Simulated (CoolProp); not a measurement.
Properties of oxygen along the isobar 5.27 MPa (Tc = 154.6 K, pc = 5.046 MPa, ω = 0.022).

Values from CoolProp's reference Helmholtz-energy equation of state, Schmidt 1985. Above 300 K oxygen's equation is extrapolated.

```json
[
 {"T (K)": "71.9", "phase": "liquid", "speed of sound (m/s)": "…", "viscosity (µPa s)": "361", "fugacity coefficient": "0.002079"},
 {"T (K)": "90", "phase": "liquid", "speed of sound (m/s)": "929.9", "viscosity (µPa s)": "206", "fugacity coefficient": "0.02216"},
 {"T (K)": "108.1", "phase": "liquid", "speed of sound (m/s)": "786.9", "viscosity (µPa s)": "135", "fugacity coefficient": "…"},
 {"T (K)": "126.3", "phase": "liquid", "speed of sound (m/s)": "629.0", "viscosity (µPa s)": "…", "fugacity coefficient": "0.2574"},
 {"T (K)": "144.4", "phase": "liquid", "speed of sound (m/s)": "430.8", "viscosity (µPa s)": "58.9", "fugacity coefficient": "0.4966"},
 {"T (K)": "162.5", "phase": "supercritical", "speed of sound (m/s)": "…", "viscosity (µPa s)": "15.7", "fugacity coefficient": "0.7092"},
 {"T (K)": "180.7", "phase": "supercritical", "speed of sound (m/s)": "231.8", "viscosity (µPa s)": "15.6", "fugacity coefficient": "0.7934"},
 {"T (K)": "198.8", "phase": "supercritical", "speed of sound (m/s)": "253.6", "viscosity (µPa s)": "16.4", "fugacity coefficient": "0.8478"},
 {"T (K)": "216.9", "phase": "supercritical", "speed of sound (m/s)": "271.5", "viscosity (µPa s)": "17.3", "fugacity coefficient": "0.8861"},
 {"T (K)": "235.1", "phase": "supercritical", "speed of sound (m/s)": "287.2", "viscosity (µPa s)": "18.3", "fugacity coefficient": "0.9142"},
 {"T (K)": "253.2", "phase": "supercritical", "speed of sound (m/s)": "301.1", "viscosity (µPa s)": "19.3", "fugacity coefficient": "0.9352"},
 {"T (K)": "271.3", "phase": "supercritical", "speed of sound (m/s)": "314.0", "viscosity (µPa s)": "20.3", "fugacity coefficient": "0.9511"},
 {"T (K)": "289.5", "phase": "supercritical", "speed of sound (m/s)": "325.9", "viscosity (µPa s)": "21.3", "fugacity coefficient": "0.9636"},
 {"T (K)": "307.6", "phase": "supercritical", "speed of sound (m/s)": "337.1", "viscosity (µPa s)": "22.2", "fugacity coefficient": "0.9734"},
 {"T (K)": "325.8", "phase": "supercritical", "speed of sound (m/s)": "347.7", "viscosity (µPa s)": "23.2", "fugacity coefficient": "0.9812"},
 {"T (K)": "343.9", "phase": "supercritical", "speed of sound (m/s)": "357.7", "viscosity (µPa s)": "24.1", "fugacity coefficient": "0.9874"}
]
```

Fill in the missing entries.


- 71.9, speed of sound (m/s): 1068
- 108.1, fugacity coefficient: 0.09676
- 126.3, viscosity (µPa s): 91.6
- 162.5, speed of sound (m/s): 199.9

Viscosity comes from a separate model (Lemmon 2004).
